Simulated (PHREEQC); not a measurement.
Consider water at 25 °C with 27 mmol/kgw ZnCl2, 0.063 mmol/kgw Na2SO4 and 0.5 mmol/kgw NiCl2. Closed to the air; pH follows from the charge balance.

The numbers come from PHREEQC with the ion-association model, wateq4f.dat.

Q: The ionic strength comes out as 0.0792 mol/kgw. What activity coefficients do ZnCl+, Zn+2, ZnCl3-, Ni+2, H+ get?

A: ZnCl+ 0.79, Zn+2 0.43, ZnCl3- 0.79, Ni+2 0.40, H+ 0.84.

No solid was allowed to form.
